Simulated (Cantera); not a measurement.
A perfectly stirred reactor is fed with C3H8 : H2 = 1 : 21 (molar parts), at 0.345 Torr; it is held at 1300 K, and followed from long to short residence time.

Cantera simulation using GRI-Mech 3.0 (53 species, 325 reactions); the numbers are that mechanism's predictions, not measurements. GRI-Mech 3.0 was tuned for natural gas; its chemistry of propane as a main component is partial and can be far from experiment. GRI-Mech 3.0 stops at C3 and has no aromatics, soot or wall deposition, so with more carbon than oxygen in the feed, carbon stays in small species such as C2H2 where larger ones or solid carbon would form. Radical loss at walls, strong at low pressure, is not modelled.

One state of this run: x C3H8 = 0.0449; x H2 = 0.954; x C2H4 = 0.000399; x CH3 = 0.000306; x C2H2 = 7.01e-8. x: mole fraction; the columns are a selection and need not sum to one.

**Question.** Which value of τ (s) does it belong to?
A) 0.0036
B) 0.14
C) 0.0011
D) 18

**Answer.** A, 0.0036
